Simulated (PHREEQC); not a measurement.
Consider water at 25 °C with 0.0034 mol FeCl3, 8.4e-05 mol MgSO4 and 0.00055 mol NaF per kg of water. Closed to the air; pH follows from the charge balance.

Equilibrium calculation in PHREEQC: ion-association model, phreeqc.dat.

Each row changes one thing in this solution. No solid was allowed to form.

```json
[
 {"case": "as made", "pH": "2.71", "ionic strength (mol/kgw)": "0.0155", "SO4-2 (mol/kgw)": "2.62e-5", "HSO4- (mol/kgw)": "3.45e-6", "MgSO4 (mol/kgw)": "1.97e-7", "NaSO4- (mol/kgw)": "4.43e-8", "SI of Halite (NaCl)": "-6.93"},
 {"case": "NaF replaced by Na2SO4 at the same molality", "pH": "2.69", "ionic strength (mol/kgw)": "0.0159", "SO4-2 (mol/kgw)": "0.000188", "HSO4- (mol/kgw)": "2.56e-5", "MgSO4 (mol/kgw)": "1.38e-6", "NaSO4- (mol/kgw)": "6.32e-7", "SI of Halite (NaCl)": "-6.64"},
 {"case": "FeCl3 replaced by NH4Cl at the same molality", "pH": "6.00", "ionic strength (mol/kgw)": "0.00427", "SO4-2 (mol/kgw)": "8.03e-5", "HSO4- (mol/kgw)": "6.30e-9", "MgSO4 (mol/kgw)": "8.77e-7", "NaSO4- (mol/kgw)": "1.67e-7", "SI of Halite (NaCl)": "-7.36"},
 {"case": "diluted 2-fold with water", "pH": "2.91", "ionic strength (mol/kgw)": "0.00735", "SO4-2 (mol/kgw)": "2.01e-5", "HSO4- (mol/kgw)": "1.85e-6", "MgSO4 (mol/kgw)": "9.82e-8", "NaSO4- (mol/kgw)": "1.95e-8", "SI of Halite (NaCl)": "-7.50"},
 {"case": "diluted 5-fold with water", "pH": "3.19", "ionic strength (mol/kgw)": "0.00273", "SO4-2 (mol/kgw)": "1.27e-5", "HSO4- (mol/kgw)": "6.74e-7", "MgSO4 (mol/kgw)": "3.19e-8", "NaSO4- (mol/kgw)": "5.58e-9", "SI of Halite (NaCl)": "-8.27"},
 {"case": "FeCl3 from 0.0034 to 0.034 mol/kgw", "pH": "2.04", "ionic strength (mol/kgw)": "0.160", "SO4-2 (mol/kgw)": "9.03e-6", "HSO4- (mol/kgw)": "3.34e-6", "MgSO4 (mol/kgw)": "1.97e-8", "NaSO4- (mol/kgw)": "7.89e-9", "SI of Halite (NaCl)": "-6.13"},
 {"case": "diluted 10-fold with water", "pH": "3.41", "ionic strength (mol/kgw)": "0.00129", "SO4-2 (mol/kgw)": "7.54e-6", "HSO4- (mol/kgw)": "2.51e-7", "MgSO4 (mol/kgw)": "1.08e-8", "NaSO4- (mol/kgw)": "1.77e-9", "SI of Halite (NaCl)": "-8.86"}
]
```

Complexes and solids missing from the database can't appear. Some of these states are supersaturated (in Hematite (slow to form), Goethite (slow to form), Fe(OH)3(a), for instance). Fluoro complexes past AlF4- and FeF3 are missing from the database.
